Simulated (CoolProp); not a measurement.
Vapour-liquid equilibrium of n-perfluoropentane (1) + n-pentane (2) at 58.55 °C; x and y are mole fractions of (1).

Model: multi-fluid Helmholtz-energy mixture model, Gao 2022 and Thol 2019; pair parameters Bell 2016, in CoolProp.

```
x      bubble pressure, mixture model (bar)  bubble pressure, Raoult's law (bar)  y, mixture model  y, Raoult's law
-----  ------------------------------------  -----------------------------------  ----------------  ---------------
0.05                                  2.671                                2.087             0.248            0.063
0.125                                 3.176                                2.131                 …            0.155
0.2                                   3.405                                2.176             0.449            0.243
0.275                                     …                                2.220             0.477            0.328
0.35                                  3.554                                2.264             0.494            0.409
0.425                                 3.579                                2.308             0.508            0.487
0.5                                   3.592                                2.352             0.523            0.563
0.575                                 3.590                                2.396             0.543            0.635
0.65                                  3.563                                2.440             0.572            0.705
0.725                                     …                                2.485             0.613            0.772
0.8                                   3.372                                2.529             0.672            0.837
0.875                                 3.173                                2.573             0.757            0.900
0.95                                  2.887                                2.617             0.883            0.961
```

Problem. Some entries are withheld; supply them.

Solution. 
- 0.125, y, mixture model: 0.391
- 0.275, bubble pressure, mixture model (bar): 3.507
- 0.725, bubble pressure, mixture model (bar): 3.496

The largest gap from Raoult's law is +58.0 % in bubble pressure, at x = 0.275. y crosses x between x = 0.5 and 0.575: the model has an azeotrope there.

Pair parameters are fitted to limited data, so mixtures are less certain than the pure fluids. With so large a gap from Raoult's law the liquid may split in two, which this calculation doesn't test in full.
